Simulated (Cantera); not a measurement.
A Cantera script and its output.

```python
import numpy as np
import cantera as ct

gas = ct.Solution("h2o2.yaml")
gas.TPX = 425, 64000, {'H2': 1, 'O2': 0.25, 'N2': 0.725}
flame = ct.FreeFlame(gas, width=0.055)
flame.set_refine_criteria(ratio=3, slope=0.08, curve=0.16)
flame.transport_model = "mixture-averaged"
flame.solve(loglevel=0, auto=True)
z, T = flame.grid, flame.T
thick = (T[-1] - T[0]) / np.gradient(T, z).max()
show = ['H2', 'O2', 'HO2', 'O', 'H2O', 'H']
print(f"laminar burning velocity  {flame.velocity[0] * 100:.3f} cm/s")
print(f"burnt temperature         {T[-1]:.1f} K")
print(f"thermal thickness         {thick * 1e3:.4f} mm")
print(f"grid points               {len(z)}")
z0 = z[flame.heat_release_rate.argmax()]
print(f"{'z/mm':>9s}{'T/K':>9s}{'u/(m/s)':>9s}" + "".join(f"{s:>11s}" for s in show))
rows = []
for k in (-3, -2, -1.5, -1, -0.5, -0.25, 0, 0.25, 0.5, 1, 2, 4, 8):
    zz = z0 + k * thick
    rows.append([k * thick, np.interp(zz, z, T), np.interp(zz, z, flame.velocity),
                 *(np.interp(zz, z, flame.X[gas.species_index(s)]) for s in show)])
    print(f"{rows[-1][0] * 1e3:9.3f}{rows[-1][1]:9.1f}{rows[-1][2]:9.3f}" + "".join(f"{x:11.3e}" for x in rows[-1][3:]))
```

Result:

```
laminar burning velocity  592.280 cm/s
burnt temperature         2305.2 K
thermal thickness         0.6878 mm
grid points               132
     z/mm      T/K  u/(m/s)         H2         O2        HO2          O        H2O          H
   -2.064    425.0    5.923  5.063e-01  1.266e-01  4.091e-14  2.776e-15  4.823e-14  2.666e-17
   -1.376    425.0    5.923  5.063e-01  1.266e-01  1.703e-11  8.130e-13  1.447e-11  8.815e-15
   -1.032    425.0    5.923  5.063e-01  1.266e-01  2.940e-10  1.133e-11  2.208e-10  2.293e-13
   -0.688    425.0    5.923  5.063e-01  1.266e-01  5.263e-08  1.046e-09  3.013e-08  5.139e-10
   -0.344    441.4    6.126  5.037e-01  1.268e-01  1.900e-04  4.507e-06  3.902e-04  6.786e-05
   -0.172    722.1    9.741  4.670e-01  1.204e-01  1.604e-04  2.623e-04  2.248e-02  9.405e-03
    0.000   1177.4   15.388  3.507e-01  7.851e-02  5.554e-05  3.588e-03  1.151e-01  5.988e-02
    0.172   1464.3   19.013  2.478e-01  1.869e-02  1.270e-05  3.996e-03  2.286e-01  1.030e-01
    0.344   1582.5   20.439  2.272e-01  3.530e-03  2.292e-06  2.343e-03  2.596e-01  1.065e-01
    0.688   1697.3   21.752  2.320e-01  1.013e-03  6.397e-07  1.813e-03  2.663e-01  9.417e-02
    1.376   1823.6   23.153  2.428e-01  7.054e-04  4.281e-07  1.441e-03  2.695e-01  7.682e-02
    2.751   1951.5   24.531  2.537e-01  4.654e-04  2.844e-07  9.906e-04  2.733e-01  5.886e-02
    5.503   2067.7   25.748  2.635e-01  2.635e-04  1.737e-07  5.796e-04  2.775e-01  4.235e-02
```

Computed with Cantera and the H2/O2 subset of GRI-Mech 3.0, which has no nitrogen chemistry. Burning velocities carry a grid error of a few per cent, more on coarse grids.
